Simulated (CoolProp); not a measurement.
A Linde-Hampson liquefier for CF4 (R14): isothermal reversible compression at 320 K from 1 atm to 20 MPa, throttling to 1 atm, return gas leaving the recuperator 2 K below the feed. Each further row changes one setting.

The numbers come from the reference Helmholtz-energy equation of state, Platzer 1990 in CoolProp. This equation is an older, rougher fit; its heat capacities, sound speeds and derivatives of the liquid may be far off and weren't checked against measurements.

```
case                        liquid yield per pass  compression work (kJ/kg of gas)
--------------------------  ---------------------  -------------------------------
as stated                                   0.222                              148
high pressure 40 MPa                   (withheld)                              169
warm-end temperature 350 K             (withheld)                       (withheld)
warm-end gap 7 K                            0.209                              148
```

Q: Some entries are withheld; supply them.

A: 
- high pressure 40 MPa, liquid yield per pass: 0.249
- warm-end temperature 350 K, liquid yield per pass: 0.167
- warm-end temperature 350 K, compression work (kJ/kg of gas): 166
